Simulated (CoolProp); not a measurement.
Vapour-liquid equilibrium of propylene (1) + R115 (2) at 296.9 K; x and y are mole fractions of (1).

Computed with CoolProp (multi-fluid Helmholtz-energy mixture model, Lemmon 2013 and Lemmon 2016; pair parameters Bell 2016).

```json
[
 {"x": "0.05", "bubble pressure, mixture model (MPa)": "0.9223", "bubble pressure, Raoult's law (MPa)": "0.8866", "y, mixture model": "0.087", "y, Raoult's law": "0.063"},
 {"x": "0.2", "bubble pressure, mixture model (MPa)": "1.048", "bubble pressure, Raoult's law (MPa)": "0.9233", "y, mixture model": "0.293", "y, Raoult's law": "0.242"},
 {"x": "0.35", "bubble pressure, mixture model (MPa)": "1.139", "bubble pressure, Raoult's law (MPa)": "0.9599", "y, mixture model": "0.442", "y, Raoult's law": "0.408"},
 {"x": "0.5", "bubble pressure, mixture model (MPa)": "1.197", "bubble pressure, Raoult's law (MPa)": "0.9966", "y, mixture model": "0.559", "y, Raoult's law": "0.561"},
 {"x": "0.65", "bubble pressure, mixture model (MPa)": "1.223", "bubble pressure, Raoult's law (MPa)": "1.033", "y, mixture model": "0.664", "y, Raoult's law": "0.704"},
 {"x": "0.8", "bubble pressure, mixture model (MPa)": "1.215", "bubble pressure, Raoult's law (MPa)": "1.070", "y, mixture model": "0.775", "y, Raoult's law": "0.837"},
 {"x": "0.95", "bubble pressure, mixture model (MPa)": "1.157", "bubble pressure, Raoult's law (MPa)": "1.107", "y, mixture model": "0.928", "y, Raoult's law": "0.960"}
]
```

The largest gap from Raoult's law is +20.1 % in bubble pressure, at x = 0.5. y crosses x between x = 0.65 and 0.8: the model has an azeotrope there.

The pair parameters rest on a limited set of measurements; away from them the model extrapolates.
